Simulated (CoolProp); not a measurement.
A single-stage vapour-compression cycle with hydrogen chloride: evaporating at 223.15 K (dew point), condensing at 276.15 K (bubble point), superheat 8 K, subcooling 8 K, compressor efficiency 0.85, no pressure losses. Each further row changes one setting.

Values from CoolProp's reference Helmholtz-energy equation of state, Thol 2018.

```csv
case,cooling COP,pressure ratio,discharge temperature (K),refrigerating effect (kJ/kg),volumetric capacity (kJ/m³)
as stated,2.70,5.31,391.0,328,3550
evaporating temperature 228.15 K,___,4.39,375.6,330,___
condensing temperature 271.15 K,3.07,4.66,375.3,337,3650
subcooling 13 K,2.78,5.31,391.0,337,3650
superheat 18 K,2.63,5.31,___,337,3460
compressor efficiency 0.75,2.38,5.31,408.9,328,3550
```

Task: Complete the blanks.

Result: 
- evaporating temperature 228.15 K, cooling COP: 3.12
- evaporating temperature 228.15 K, volumetric capacity (kJ/m³): 4280
- superheat 18 K, discharge temperature (K): 409.5
